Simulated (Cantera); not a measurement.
Feed: 1 mol Si, 0.012 mol O2, 21 mol H2, 0.035 mol H2O, equilibrated at 1873 K and 750 Torr.

These are equilibrium values from Cantera (NASA tables, ideal gas, pure condensed phases), not measurements of a reactor. Candidate condensed phases: H2O, Si, SiO2; 18 gas species. Gases not in the tables: Si2H6 and higher silanes. Rates play no part.

Base state: H2 0.996, SiO 0.00279, H 0.000644, SiH2 4.89e-5 (mole fractions); condensed: Si(l).

### Question
What changes in the equilibrium state with this change: temperature from 1873 K to 1198 K?

### Answer
```tsv
species	before	after
H2	0.996	1.000
SiO	0.00279	5.06e-7
H	0.000644	1.90e-7
SiH2	4.89e-5	1.14e-8
Si(l), mol	0.940	0
Si(s), mol	0	0.970
SiO2(β-quartz), mol	0	0.0295
```
Mutual solubility and eutectic melting of coexisting phases are not modelled. The tables hold silica as quartz up to 1696 K and as liquid above; real silica turns to tridymite and cristobalite and melts near 1996 K.

### Question
What changes in the equilibrium state with this change: H2O from 0.035 to 5 mol?

### Answer
| species | before | after |
|---|---|---|
| H2 | 0.996 | 0.883 |
| H2O | 2.74e-6 | 0.116 |
| H | 0.000644 | 0.000606 |
| SiO | 0.00279 | 6.52e-5 |
| SiH2 | 4.89e-5 | <1e-9 |
| Si(l), mol | 0.940 | 0 |
| SiO2(condensed), mol | 0 | 0.998 |
The tables hold silica as quartz up to 1696 K and as liquid above; real silica turns to tridymite and cristobalite and melts near 1996 K. Gases not in the tables: Si(OH)4.
